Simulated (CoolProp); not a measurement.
A simple Rankine cycle with water: condensing at 331.15 K, boiler at 0.0871 MPa, turbine inlet 370.9 K, turbine efficiency 0.8, pump efficiency 0.6, no recuperator. Each further row changes one setting.

Model: reference Helmholtz-energy equation of state, Wagner 2002, in CoolProp.

```json
[
 {"case": "as stated", "thermal efficiency (%)": "7.9", "net work (kJ/kg)": "193", "heat in (kJ/kg)": "2430", "turbine exit temperature (K)": "331.1", "volume ratio over the turbine": "4.09"},
 {"case": "turbine inlet 390.9 K", "thermal efficiency (%)": "8.0", "net work (kJ/kg)": "197", "heat in (kJ/kg)": "2470", "turbine exit temperature (K)": "331.1", "volume ratio over the turbine": "3.93"},
 {"case": "condensing temperature 323.15 K", "thermal efficiency (%)": "9.6", "net work (kJ/kg)": "235", "heat in (kJ/kg)": "2460", "turbine exit temperature (K)": "323.2", "volume ratio over the turbine": "5.80"},
 {"case": "boiler pressure 0.061 MPa", "thermal efficiency (%)": "6.2", "net work (kJ/kg)": "150", "heat in (kJ/kg)": "2430", "turbine exit temperature (K)": "331.1", "volume ratio over the turbine": "2.91"},
 {"case": "turbine efficiency 0.7", "thermal efficiency (%)": "6.9", "net work (kJ/kg)": "169", "heat in (kJ/kg)": "2430", "turbine exit temperature (K)": "331.1", "volume ratio over the turbine": "4.13"}
]
```

The expansion ends wet for: as stated; turbine inlet 390.9 K; condensing temperature 323.15 K; boiler pressure 0.061 MPa; turbine efficiency 0.7.
